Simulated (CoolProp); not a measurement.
50 sccm (0 °C, 1 atm) of nitrogen bubbles through liquid the fluoroketone C6F12O (FK-5-1-12) at 287.4 K and leaves saturated at a total pressure of 0.15 MPa (ideal gas phase). Each further row changes one setting.

Model: reference Helmholtz-energy equation of state, McLinden 2015, in CoolProp.

```
case                      vapour pressure (kPa)  mole fraction of vapour  delivery (mg/min)  delivery (sccm)  change of delivery for a bath 1 K warmer (%)
------------------------  ---------------------  -----------------------  -----------------  ---------------  --------------------------------------------
as stated                                  25.2                    0.168                142             10.1                                           ___
bath temperature 292.4 K                    ___                      ___                188             13.3                                           ___
total pressure 0.3 MPa                     25.2                      ___                ___              ___                                           5.2
```

### Question
Fill in the missing entries.

### Answer

- as stated, change of delivery for a bath 1 K warmer (%): 5.7
- bath temperature 292.4 K, vapour pressure (kPa): 31.5
- bath temperature 292.4 K, mole fraction of vapour: 0.210
- bath temperature 292.4 K, change of delivery for a bath 1 K warmer (%): 5.8
- total pressure 0.3 MPa, mole fraction of vapour: 0.0838
- total pressure 0.3 MPa, delivery (mg/min): 64.5
- total pressure 0.3 MPa, delivery (sccm): 4.58
